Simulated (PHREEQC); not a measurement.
**Hard or scaling water with nickel, zinc or cadmium bath**

Solution A (1.8 mmol/kgw CaCl2, 0.039 mmol/kgw Na2HPO4 and 120 mmol/kgw MgSO4) is mixed with solution B (8.5 mmol/kgw NiSO4) at 25 °C; shares are by mass of water, 1 kg in all. Oxygen alone is held at its pressure in air (log pO2 = -0.68). No CO2 enters from the air. Only these solids could form: Gypsum, Brucite, Portlandite, Hydroxyapatite, Ni(OH)2, Ni3(PO4)2, Ni4(OH)6SO4, Halite, Mirabilite, Epsomite, Morenosite.

All values are PHREEQC results (ion-association model, wateq4f.dat), not measurements.

```csv
share of solution B,pH,Ni(OH)2 (mol),Ni+2 (mol/kgw),MgHPO4 (mol/kgw),MgSO4 (mol/kgw),Ca+2 (mol/kgw),CaSO4 (mol/kgw)
0,7.29,0,0,2.63e-5,0.0640,0.000943,0.000856
0.05,7.28,0,0.000229,2.48e-5,0.0604,0.000901,0.000808
0.1,7.26,0,0.000461,2.34e-5,0.0569,0.000859,0.000761
0.15,7.23,1.25e-7,0.000697,2.18e-5,0.0533,0.000816,0.000713
0.2,7.17,5.32e-7,0.000936,2.02e-5,0.0498,0.000774,0.000666
0.25,7.11,8.08e-7,0.00118,1.85e-5,0.0463,0.000730,0.000619
0.3,7.07,9.96e-7,0.00143,1.69e-5,0.0428,0.000687,0.000573
0.35,7.03,1.12e-6,0.00168,1.54e-5,0.0394,0.000643,0.000527
0.4,7.00,1.20e-6,0.00194,1.38e-5,0.0360,0.000598,0.000481
0.45,6.97,1.23e-6,0.00220,1.23e-5,0.0326,0.000554,0.000436
0.5,6.94,1.23e-6,0.00247,1.09e-5,0.0292,0.000508,0.000392
0.55,6.91,1.19e-6,0.00274,9.48e-6,0.0259,0.000462,0.000347
0.6,6.88,1.13e-6,0.00303,8.12e-6,0.0227,0.000416,0.000304
0.65,6.86,1.03e-6,0.00332,6.79e-6,0.0195,0.000369,0.000261
0.7,6.83,9.00e-7,0.00363,5.52e-6,0.0164,0.000321,0.000219
0.75,6.80,7.37e-7,0.00396,4.30e-6,0.0133,0.000272,0.000178
0.8,6.78,5.36e-7,0.00430,3.14e-6,0.0103,0.000222,0.000138
0.85,6.75,2.88e-7,0.00468,2.08e-6,0.00742,0.000171,9.91e-5
0.9,6.71,0,0.00510,1.12e-6,0.00468,0.000117,6.25e-5
0.95,6.55,0,0.00559,3.09e-7,0.00216,6.12e-5,2.88e-5
1,6.22,0,0.00623,0,0,0,0
```

Ni(OH)2 from share of solution B = 0.15 (pH 7.23), last present at share of solution B = 0.85.

Complexes and solids missing from the database can't appear. H3PO4, which wateq4f.dat lacks, is added to it with the constant of phreeqc.dat. The database has no phosphate complexes of Ni. The database's Ni(OH)2 is the aged solid; a fresh precipitate is more soluble.
